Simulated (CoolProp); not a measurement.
Tetradecamethylhexasiloxane (MD4M) at several states: Z from the reference equation and from simpler models built on Tc = 653.2 K, pc = 0.8286 MPa, ω = 0.800; each cubic takes its own stable root.

Computed with CoolProp (reference Helmholtz-energy equation of state, Thol 2019).

```tsv
T (K)	p (MPa)	phase	reference	van der Waals	Soave-Redlich-Kwong
293.9	0.445	liquid	0.09379	0.1762	0.1124
221.3	4.47	liquid	1.155	2.184	1.447
331	0.057	liquid	0.01112	0.02077	0.01307
592.4	1.2	liquid	0.1975	0.3223	0.2225
543.5	0.0115	gas	0.9884	0.9936	0.9902
375.3	3.51	liquid	0.6305	1.106	0.7235
```
